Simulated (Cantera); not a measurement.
What does this Cantera script print?

```python
import numpy as np
import cantera as ct

gas_names = """
    C CN CO CO2 C2 CCN CNC C2N2 C2O C3 C3O2 C4 C4N2 C5 N NCO NO NO2 NO3 N2 N2O O O2 O3 Si SiC SiC2 SiN
    SiO SiO2 Si2 Si2C Si2N Si3
""".split()
cond_names = """
    C(gr) Si(cr) Si(L) SiC(b) SiO2(Lqz) SiO2(hqz) SiO2(L) Si2N2O(s) Si3N4(a)
""".split()


# ... load() reads the species with a 1 bar reference pressure and builds the phases ...
atoms = {
    'Si': {'Si': 1},
    'CO': {'C': 1, 'O': 1},
    'N2': {'N': 2},
}
top_T = {'C(gr)': 4500, 'SiC(b)': 3050, 'Si2N2O(s)': 2100, 'Si3N4(a)': 2400}  # K; cautious upper limits of use, not melting points


# ... equilibrate(T, P, feed) seeds the gas with the atoms and calls Mixture.equilibrate('TP', solver="vcs", rtol=1e-11, max_steps=5000) ...
results = []
feed = {'Si': 1, 'CO': 0.3, 'N2': 12}  # mol
P = 22  # Pa
for T in [850, 900, 950, 1000, 1050, 1100, 1150, 1200, 1250, 1300, 1350, 1400]:
    mix = equilibrate(T, P, feed)
    results.append((T, P, feed, dict(zip(mix.species_names, mix.species_moles))))

top = {s: max(r[3][s] / sum(r[3][g] for g in gas_names) for r in results) for s in gas_names}
cols = sorted((s for s in top if top[s] > 1e-06), key=lambda s: -top[s])[:9]
seen = [c for c in cond_names if any(r[3].get(c, 0) > 1e-12 for r in results)]
print("log10 of partial pressures in bar; condensed amounts in mol")
print(f"{'T/K':>10s}" + "".join(f"{s[:9]:>10s}" for s in cols + seen))
for T, P, feed, n in results:
    ng = sum(n[g] for g in gas_names)
    print(f"{T:10.4g}" + "".join(f"{np.log10(max(n[s] / ng * P / 1e5, 1e-99)):10.3f}" for s in cols)
          + "".join(f"{n.get(c, 0):10.4g}" for c in seen))
```

Result:

```
log10 of partial pressures in bar; condensed amounts in mol
       T/K        N2        CO       SiO     C(gr)    SiC(b) Si2N2O(s)  Si3N4(a)
       850    -3.658   -14.070   -21.856       0.3         0       0.3    0.1333
       900    -3.658   -12.933   -19.844       0.3         0       0.3    0.1333
       950    -3.658   -11.917   -18.047       0.3         0       0.3    0.1333
      1000    -3.658   -11.004   -16.432       0.3         0       0.3    0.1333
      1050    -3.658   -10.180   -14.974       0.3         0       0.3    0.1333
      1100    -3.658    -9.432   -13.650       0.3         0       0.3    0.1333
      1150    -3.658    -8.751   -12.443    0.2999         0    0.2999    0.1334
      1200    -3.658    -8.308   -11.338         0    0.2997    0.2997   0.03359
      1250    -3.658    -8.039   -10.324         0    0.2995    0.2995   0.03382
      1300    -3.658    -7.790    -9.389         0    0.2991    0.2991    0.0342
      1350    -3.658    -7.561    -8.525         0    0.2985    0.2984   0.03484
      1400    -3.658    -7.347    -7.724         0    0.2976    0.2966   0.03604
```

These are equilibrium values from Cantera (NASA tables, ideal gas, pure condensed phases), not measurements of a reactor. N2 is the only nitrogen source here; it is nearly inert below about 1500 K, so the nitride shown seldom forms there in practice. Mutual solubility and eutectic melting of coexisting phases are not modelled.
